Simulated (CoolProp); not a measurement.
Saturation properties of n-decane (Tc = 344.5 °C, pc = 21.01 bar, ω = 0.488).

The numbers come from the reference Helmholtz-energy equation of state, Lemmon 2006 in CoolProp. It is a short technical equation, of lower accuracy than the large ones.

| T (°C) | p (bar) | liquid density (kg/m³) | vapour density (kg/m³) |
|---|---|---|---|
| 116.35 | 0.1774 | 654.0 | 0.7940 |
| 120.45 | 0.2050 | 650.6 | ? |
| 124.45 | 0.2353 | 647.3 | 1.036 |
| 128.45 | 0.2691 | 643.9 | 1.176 |
| 132.45 | 0.3068 | ? | 1.331 |
| 136.45 | 0.3486 | 637.2 | 1.501 |
| 140.45 | 0.3949 | 633.7 | ? |
| 144.45 | 0.4460 | 630.3 | 1.895 |
| 148.45 | 0.5023 | 626.8 | 2.122 |
| 152.55 | 0.5659 | 623.3 | 2.375 |
| 156.55 | 0.6338 | 619.7 | 2.645 |
| 160.55 | 0.7082 | 616.2 | 2.940 |
| 164.55 | 0.7893 | 612.6 | 3.260 |
| 168.55 | 0.8775 | 609.0 | 3.608 |
| 172.55 | 0.9734 | ? | 3.984 |

Task: Complete the blanks.

Result: 
- 120.45, vapour density (kg/m³): 0.9101
- 132.45, liquid density (kg/m³): 640.5
- 140.45, vapour density (kg/m³): 1.689
- 172.55, liquid density (kg/m³): 605.3

It boils at 174.1 °C under 1 atm.
